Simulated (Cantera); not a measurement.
Mixture: H₂ : O₂ : N₂ : NO = 1 : 0.725 : 2.03 : 0.0056 (molar parts), at 760 Torr, adiabatic and at constant volume. Ignition delay is the time to a rise of 400 K.

Model: GRI-Mech 3.0 (53 species, 325 reactions), integrated in Cantera. The mechanism lacks 2 NO + O2 → 2 NO2 and HONO, so NO2 and the effect of NO are under-described below about 1400 K. Below about 950 K walls govern HO2 and H2O2 in real vessels. Where the delays flatten at high temperature, the 400 K rule measures the pace of heat release, not the induction time.

Predict: delay at 925 K; delay at 1075 K; delay at 1225 K; delay at 1375 K; delay at 1525 K.


```
Item               Result
---------------  --------
delay at 925 K   0.466 ms
delay at 1075 K   83.4 µs
delay at 1225 K   32.5 µs
delay at 1375 K   17.9 µs
delay at 1525 K   12.4 µs
```
